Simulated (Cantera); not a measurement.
A freely propagating, adiabatic, planar premixed flame of 51.2 % H₂, 10.2 % O₂, 38.5 % N₂, unburnt at 450 K and 4.93 atm; mixture-averaged transport, grid criteria slope 0.08 and curve 0.16, no radiation.

Detailed kinetics in Cantera: the H2/O2 subset of GRI-Mech 3.0, which has no nitrogen chemistry. The hydrogen kinetics of GRI-Mech 3.0 are dated; newer H2 mechanisms differ, most at raised pressure. Burning velocities carry a grid error of a few per cent, more on coarse grids.

Problem. Predict: laminar burning velocity; thermal thickness; peak x(O); peak x(H); peak x(OH).

Solution. 
```
Property                     Result
------------------------  ---------
laminar burning velocity   476 cm/s
thermal thickness         0.0547 mm
peak x(O)                   0.00112
peak x(H)                    0.0387
peak x(OH)                  0.00170
```
